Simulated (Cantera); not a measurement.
Ignition delay

Mixture: 7.48 % CH₄, 19.4 % O₂, 73.1 % N₂, at 1.28 atm, adiabatic and at constant volume. Ignition delay is the time to a rise of 400 K.

Computed with Cantera and GRI-Mech 3.0 (53 species, 325 reactions).

| T0 (K) | delay (ms) |
|---|---|
| 1175 | 43.8 |
| 1250 | 15.3 |
| 1325 | 5.80 |
| 1400 | 2.38 |
| 1475 | 1.06 |
| 1550 | 0.518 |
| 1625 | 0.274 |
| 1700 | 0.157 |
| 1775 | 0.0951 |

| Property | Value |
|---|---|
| apparent activation energy between 1625 and 1775 K | 170 kJ/mol |
